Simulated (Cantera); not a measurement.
An adiabatic, constant-pressure homogeneous reactor starts with CO : H₂ : CH₄ : O₂ : N₂ = 1 : 0.47 : 0.63 : 1.33 : 5 (molar parts), equivalence ratio 1.5, at 1473 K and 26.6 atm. Integrator tolerance rtol = 1e-08.

Model: GRI-Mech 3.0 (53 species, 325 reactions), integrated in Cantera. The pressure lies above the range GRI-Mech 3.0 was tuned for (to about 10 atm).

Problem. What does this change do: CO 1 to 0.59 parts?

Solution. 
| quantity | before | after |
|---|---|---|
| time of steepest temperature rise | 17.3 µs | 16.4 µs |
| temperature at 0.100 s | 2947 K | 2975 K |
| equilibrium temperature | 2947 K | 2975 K |
| x(CO) at 0.100 s | 0.124 (gas-phase equilibrium 0.124) | 0.0897 (gas-phase equilibrium 0.0897) |
| x(H₂) at 0.100 s | 0.0393 (gas-phase equilibrium 0.0393) | 0.0342 (gas-phase equilibrium 0.0342) |
| x(CH₄) at 0.100 s | 2.34e-11 (gas-phase equilibrium 2.68e-11) | 9.36e-12 (gas-phase equilibrium 1.09e-11) |
| x(NO₂) at 0.100 s | 5.01e-7 (gas-phase equilibrium 5.01e-7) | 9.87e-7 (gas-phase equilibrium 9.87e-7) |
| x(CH₂CO) at 0.100 s | <1e-12 (gas-phase equilibrium <1e-12) | <1e-12 (gas-phase equilibrium <1e-12) |
